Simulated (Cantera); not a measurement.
## Gas-phase reforming

A perfectly stirred reactor is fed with CH₄ : CO₂ = 1 : 2.5 (molar parts), at 2.40 bar; it is held at 1850 K, and followed from long to short residence time.

Computed with Cantera and GRI-Mech 3.0 (53 species, 325 reactions).

```tsv
τ (s)	x CH₄	x CO₂	x CH₂CO	x C₂H	x CO	x H₂O	x OH
0.51	0.00579	0.122	7.00e-6	3.74e-8	0.513	0.171	1.01e-5
0.29	0.00790	0.130	1.19e-5	6.91e-8	0.503	0.176	1.06e-5
0.17	0.0103	0.140	1.90e-5	1.16e-7	0.489	0.182	1.12e-5
0.095	0.0135	0.157	3.05e-5	1.90e-7	0.468	0.189	1.22e-5
0.055	0.0171	0.178	4.54e-5	2.83e-7	0.441	0.196	1.32e-5
0.031	0.0218	0.207	6.51e-5	4.02e-7	0.407	0.202	1.43e-5
0.018	0.0276	0.241	8.53e-5	5.24e-7	0.367	0.204	1.51e-5
0.010	0.0366	0.285	0.000103	6.42e-7	0.318	0.200	1.52e-5
0.0059	0.0484	0.333	0.000110	7.06e-7	0.268	0.187	1.45e-5
0.0034	0.0662	0.392	0.000101	7.04e-7	0.213	0.163	1.27e-5
0.0020	0.0897	0.455	7.95e-5	6.38e-7	0.159	0.130	1.03e-5
```
x: mole fraction; the columns are a selection and need not sum to one.
